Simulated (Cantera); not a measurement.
Gas mixture: 26.0 % NO, 74.0 % N2, at 770 Pa, frozen composition.

Cantera's kinetic-theory transport with the Lennard-Jones parameters of GRI-Mech 3.0, ideal gas; thermal conductivity in the multicomponent form. The composition is frozen, though it would react at the higher temperatures.

One state of this run: ρ (kg/m³) = 0.00189; cp (J/kg/K) = 1217; μ (µPa s) = 52.1; λ (mW/m/K) = 89.9; Pr = 0.706; D (cm²/s) CH3 = 411; D (cm²/s) H2 = 1340; D (cm²/s) O = 573. D: mixture-averaged diffusion coefficient of that species in the mixture.

**Question.** Which value of T (K) does it belong to?
A. 1600
B. 1400
C. 800
D. 600

**Answer.** B, 1400
